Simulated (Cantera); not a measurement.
# Ignition delay

Mixture: 2.90 % CH4, 6.09 % H2, 19.1 % O2, 71.9 % N2, equivalence ratio 0.46, at 12.0 bar, adiabatic and at constant pressure. Ignition delay is the time to a rise of 400 K.

Detailed kinetics in Cantera: GRI-Mech 3.0 (53 species, 325 reactions). The pressure lies above the range GRI-Mech 3.0 was tuned for (to about 10 atm).

```
T0 (K)  delay (ms)
------  ----------
1150         0.534
1225         0.114
1300        0.0362
1375        0.0165
1450       0.00914
1525       0.00568
1600       0.00383
```

The apparent activation energy between 1450 and 1600 K is 110 kJ/mol.
